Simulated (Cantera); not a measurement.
A perfectly stirred reactor is fed with CO : H2 : O2 : N2 = 1 : 0.38 : 0.493 : 1.85 (molar parts), equivalence ratio 1.4, at 8.60 bar; it is adiabatic with a 575 K inlet, and is followed from long to short residence time, starting on the burning branch (τ in s: 0.45, 0.19, 0.084, 0.036, 0.016, 0.0069, 0.003, 0.0013, 0.00056, 0.00024, 0.0001, 4.5e-05, 2e-05).

Detailed kinetics in Cantera: GRI-Mech 3.0 (53 species, 325 reactions). The hydrogen kinetics of GRI-Mech 3.0 are dated; newer H2 mechanisms differ, most at raised pressure.

### Question
Predict: blow-out, bracketed by the residence times tried; x(CO) at τ = 0.450 s; x(H2) at τ = 0.450 s; x(O2) at τ = 0.450 s; x(H2O2) at τ = 0.450 s; x(O) at τ = 0.450 s; x(CO) at τ = 3.00 ms; x(H2) at τ = 3.00 ms; x(O2) at τ = 3.00 ms; x(H2O2) at τ = 3.00 ms; x(O) at τ = 3.00 ms.

### Answer
```json
{
 "blow_out_bracketed_by_the_residence_times_tried": "burning at 20.0 µs, the shortest tried",
 "x(CO) at τ = 0.450 s": "0.116",
 "x(H2) at τ = 0.450 s": "0.00993",
 "x(O2) at τ = 0.450 s": "0.000862",
 "x(H2O2) at τ = 0.450 s": "7.32e-8",
 "x(O) at τ = 0.450 s": "0.000199",
 "x(CO) at τ = 3.00 ms": "0.117",
 "x(H2) at τ = 3.00 ms": "0.0101",
 "x(O2) at τ = 3.00 ms": "0.00169",
 "x(H2O2) at τ = 3.00 ms": "1.17e-7",
 "x(O) at τ = 3.00 ms": "0.000360"
}
```
